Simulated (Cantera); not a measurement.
A closed system holds: 1 mol CuO, 0.82 mol CH₄, 0.62 mol N₂, held at 2598 K and 2.00 bar.

Equilibrium computed with Cantera from the NASA thermochemical tables; the gas is ideal and each condensed phase is pure. Candidate condensed phases: C, C₆H₆, C₇H₈, C₈H₁₈, Cu, CuO, Cu(OH)₂, Cu₂O, H₂O; 139 gas species. Rates play no part.

Base state: H₂ 0.394, CO 0.220, N₂ 0.169, Cu 0.149, H₂O 0.0447, H 0.0169, CO₂ 0.00386, Cu₂ 0.00279 (mole fractions); condensed: Cu(l).

What changes in the equilibrium state with this change: pressure from 2.00 bar to 0.0100 bar?


```tsv
species	before	after
H₂	0.394	0.239
Cu	0.149	0.221
H	0.0169	0.186
H₂O	0.0447	0.0283
N₂	0.169	0.137
CO	0.220	0.178
O₂	5.69e-7	0.000124
O	1.23e-5	0.00257
Cu₂	0.00279	3.06e-5
NO	2.07e-5	0.000275
Cu(l), mol	0.432	0
```

What changes in the equilibrium state with this change: CH₄ from 0.82 to 2.7 mol?


| species | before | after |
|---|---|---|
| H₂ | 0.394 | 0.636 |
| CO | 0.220 | 0.124 |
| Cu | 0.149 | 0.120 |
| N₂ | 0.169 | 0.0662 |
| C₂H₂ (acetylene) | <1e-9 | 0.0102 |
| H₂O | 0.0447 | 3.02e-6 |
| HCN | 1.72e-6 | 0.0184 |
| H | 0.0169 | 0.0215 |
| C₄H₂ | <1e-9 | 6.82e-5 |
| CO₂ | 0.00386 | 9.10e-8 |
| Cu(l), mol | 0.432 | 0 |
| C(graphite), mol | 0 | 1.36 |
